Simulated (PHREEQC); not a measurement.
1 kg of water holding 0.54 mol NaCl and 0.11 mol KCl is evaporated at 25 °C; the solids stay in contact with the brine. No CO2 enters from the air. Solids allowed: Halite, Sylvite. Others were left out.

Base run: PHREEQC, Pitzer model, pitzer.dat. Each further column changes one thing. The table gives water activity.

| H2O removed (mol) | base | temperature from 25 to 5 °C | temperature from 25 to 75 °C |
|---|---|---|---|
| 0 | 0.979 | 0.979 | 0.979 |
| 18.01 | 0.968 | 0.969 | 0.968 |
| 30.18 | 0.953 | 0.954 | 0.952 |
| 41.44 | 0.912 | 0.914 | (withheld) |
| 46.01 | 0.864 | 0.868 | (withheld) |
| 49.09 | 0.786 | 0.789 | (withheld) |
| 51.94 | 0.728 | 0.736 | 0.719 |
| 53.1 | 0.722 | 0.736 | (withheld) |
| 53.88 | 0.722 | 0.736 | 0.687 |
| 54.41 | 0.722 | 0.736 | 0.686 |
| 54.76 | 0.722 | 0.736 | 0.686 |
| 55.09 | 0.722 | 0.736 | 0.686 |
| 55.23 | 0.722 | 0.736 | 0.686 |

Problem. Complete the blanks.

Solution. 
- 41.44, temperature from 25 to 75 °C: 0.911
- 46.01, temperature from 25 to 75 °C: 0.863
- 49.09, temperature from 25 to 75 °C: 0.788
- 53.1, temperature from 25 to 75 °C: 0.706

 Constants without temperature data keep their 25 °C values here.
